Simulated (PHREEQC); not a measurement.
2.1 g of hydrous ferric oxide (600 m²/g; 0.2 weak and 0.005 strong sites per Fe, Dzombak-Morel constants, diffuse double layer) in 1 kg of water with 0.05 mol/kgw of an inert sodium salt and 1.4e-05 mol MgCl2 and 0.00011 mol ZnSO4, at 25 °C; the pH is set by adding NaOH or the inert anion's acid. Oxygen is held at 0.21 atm. No CO2 enters from the air. Nothing may precipitate in this run.

Base run: PHREEQC, ion-association model, wateq4f.dat. Each further column changes one thing. The table gives S sorbed (%).

```json
[
 {"pH": "4", "base": "99.9", "no electrostatic term (-no_edl)": "0.6", "background salt from 0.05 to 0.005 mol/kgw": "100.0", "oxide from 2.1 to 10 g/kgw": "100.0", "0.0035 mol/kgw Ag2SO4 added": "(withheld)"},
 {"pH": "5", "base": "99.6", "no electrostatic term (-no_edl)": "0.6", "background salt from 0.05 to 0.005 mol/kgw": "100.0", "oxide from 2.1 to 10 g/kgw": "99.9", "0.0035 mol/kgw Ag2SO4 added": "49.7"},
 {"pH": "6", "base": "94.8", "no electrostatic term (-no_edl)": "0.6", "background salt from 0.05 to 0.005 mol/kgw": "99.0", "oxide from 2.1 to 10 g/kgw": "99.0", "0.0035 mol/kgw Ag2SO4 added": "33.5"},
 {"pH": "7", "base": "43.0", "no electrostatic term (-no_edl)": "0.8", "background salt from 0.05 to 0.005 mol/kgw": "(withheld)", "oxide from 2.1 to 10 g/kgw": "77.8", "0.0035 mol/kgw Ag2SO4 added": "(withheld)"},
 {"pH": "8", "base": "1.8", "no electrostatic term (-no_edl)": "1.0", "background salt from 0.05 to 0.005 mol/kgw": "(withheld)", "oxide from 2.1 to 10 g/kgw": "(withheld)", "0.0035 mol/kgw Ag2SO4 added": "0.7"},
 {"pH": "9", "base": "0.0", "no electrostatic term (-no_edl)": "0.5", "background salt from 0.05 to 0.005 mol/kgw": "0.0", "oxide from 2.1 to 10 g/kgw": "0.1", "0.0035 mol/kgw Ag2SO4 added": "0.0"},
 {"pH": "10", "base": "0.0", "no electrostatic term (-no_edl)": "0.1", "background salt from 0.05 to 0.005 mol/kgw": "0.0", "oxide from 2.1 to 10 g/kgw": "0.0", "0.0035 mol/kgw Ag2SO4 added": "0.0"}
]
```

Task: Complete the blanks.

Result: 
- 4, 0.0035 mol/kgw Ag2SO4 added: 55.2
- 7, background salt from 0.05 to 0.005 mol/kgw: 66.7
- 7, 0.0035 mol/kgw Ag2SO4 added: 11.6
- 8, background salt from 0.05 to 0.005 mol/kgw: 3.3
- 8, oxide from 2.1 to 10 g/kgw: 7.1

 In at least one series the solution becomes supersaturated in solids that the run did not let form, among them Zn(OH)2-e, Cerargyrite, Ag2O.
